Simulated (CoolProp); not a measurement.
Vapour-liquid equilibrium of n-octane (1) + o-xylene (2) at 477.3 K; x and y are mole fractions of (1).

Computed with CoolProp (multi-fluid Helmholtz-energy mixture model, Beckmüller 2019 and Zhou 2012; pair parameters Bell 2016).

```json
[
 {"x": "0.05", "bubble pressure, mixture model (MPa)": "0.4051", "bubble pressure, Raoult's law (MPa)": "0.4034", "y, mixture model": "0.074", "y, Raoult's law": "0.074"},
 {"x": "0.2", "bubble pressure, mixture model (MPa)": "___", "bubble pressure, Raoult's law (MPa)": "0.4338", "y, mixture model": "___", "y, Raoult's law": "0.275"},
 {"x": "0.35", "bubble pressure, mixture model (MPa)": "0.4706", "bubble pressure, Raoult's law (MPa)": "0.4641", "y, mixture model": "___", "y, Raoult's law": "0.449"},
 {"x": "0.5", "bubble pressure, mixture model (MPa)": "0.5010", "bubble pressure, Raoult's law (MPa)": "0.4945", "y, mixture model": "___", "y, Raoult's law": "0.602"},
 {"x": "0.65", "bubble pressure, mixture model (MPa)": "0.5302", "bubble pressure, Raoult's law (MPa)": "0.5248", "y, mixture model": "___", "y, Raoult's law": "0.738"},
 {"x": "0.8", "bubble pressure, mixture model (MPa)": "0.5586", "bubble pressure, Raoult's law (MPa)": "0.5552", "y, mixture model": "___", "y, Raoult's law": "0.858"},
 {"x": "0.95", "bubble pressure, mixture model (MPa)": "0.5865", "bubble pressure, Raoult's law (MPa)": "0.5856", "y, mixture model": "___", "y, Raoult's law": "0.966"}
]
```

Question: Complete the blanks.

Answer: 
- 0.2, bubble pressure, mixture model (MPa): 0.4388
- 0.2, y, mixture model: 0.270
- 0.35, y, mixture model: 0.437
- 0.5, y, mixture model: 0.585
- 0.65, y, mixture model: 0.719
- 0.8, y, mixture model: 0.844
- 0.95, y, mixture model: 0.962

The largest gap from Raoult's law is +1.4 % in bubble pressure, at x = 0.35. No azeotrope shows between x = 0.05 and 0.95.

Pair parameters are fitted to limited data, so mixtures are less certain than the pure fluids.
